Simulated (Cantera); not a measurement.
What does this Cantera script print?

```python
import numpy as np
import cantera as ct

gas_names = [...]  # 123 gases of nasa_gas.yaml made of C, H, O, Si
cond_names = """
    C(gr) C6H6(L) C7H8(L) C8H18(L),n-octa H2O(s) H2O(L) Si(cr) Si(L) SiC(b) SiO2(Lqz) SiO2(hqz) SiO2(L)
""".split()


# ... load() reads the species with a 1 bar reference pressure and builds the phases ...
atoms = {
    'TEOS': {'Si': 1, 'C': 8, 'H': 20, 'O': 4},
    'H2O': {'H': 2, 'O': 1},
}
top_T = {'C(gr)': 4500, 'SiC(b)': 3050}  # K; cautious upper limits of use, not melting points


# ... equilibrate(T, P, feed) seeds the gas with the atoms and calls Mixture.equilibrate('TP', solver="vcs", rtol=1e-11, max_steps=5000) ...
results = []
feed = {'TEOS': 1, 'H2O': 13}  # mol
P = 1333.22  # Pa
for T in [675, 725, 775, 825, 875, 925, 975, 1025, 1075, 1125, 1175, 1225]:
    mix = equilibrate(T, P, feed)
    results.append((T, P, feed, dict(zip(mix.species_names, mix.species_moles))))

top = {s: max(r[3][s] / sum(r[3][g] for g in gas_names) for r in results) for s in gas_names}
cols = sorted((s for s in top if top[s] > 1e-05), key=lambda s: -top[s])[:6]
seen = [c for c in cond_names if any(r[3].get(c, 0) > 1e-12 for r in results)]
print("log10 of partial pressures in bar; condensed amounts in mol")
print(f"{'T/K':>10s}" + "".join(f"{s[:9]:>10s}" for s in cols + seen))
for T, P, feed, n in results:
    ng = sum(n[g] for g in gas_names)
    print(f"{T:10.4g}" + "".join(f"{np.log10(max(n[s] / ng * P / 1e5, 1e-99)):10.3f}" for s in cols)
          + "".join(f"{n.get(c, 0):10.4g}" for c in seen))
```

It prints:

```
log10 of partial pressures in bar; condensed amounts in mol
       T/K        H2       H2O        CO       CO2       CH4     C(gr) SiO2(Lqz) SiO2(hqz)
       675    -2.148    -2.526    -3.383    -2.682    -3.131     1.581         1         0
       725    -2.093    -2.744    -2.935    -2.709    -3.476      0.47         1         0
       775    -2.077    -2.827    -2.746    -2.792    -4.186         0         1         0
       825    -2.082    -2.793    -2.693    -2.851    -5.090         0         1         0
       875    -2.090    -2.754    -2.660    -2.903    -5.925         0         0         1
       925    -2.097    -2.722    -2.633    -2.953    -6.675         0         0         1
       975    -2.104    -2.696    -2.612    -3.001    -7.349         0         0         1
      1025    -2.109    -2.675    -2.594    -3.047    -7.957         0         0         1
      1075    -2.114    -2.657    -2.580    -3.092    -8.509         0         0         1
      1125    -2.118    -2.643    -2.568    -3.134    -9.011         0         0         1
      1175    -2.122    -2.631    -2.558    -3.174    -9.471         0         0         1
      1225    -2.125    -2.621    -2.549    -3.211    -9.892         0         0         1
```

Equilibrium computed with Cantera from the NASA thermochemical tables; the gas is ideal and each condensed phase is pure. The feed counts by its element totals alone. The tables hold silica as quartz up to 1696 K and as liquid above; real silica turns to tridymite and cristobalite and melts near 1996 K.
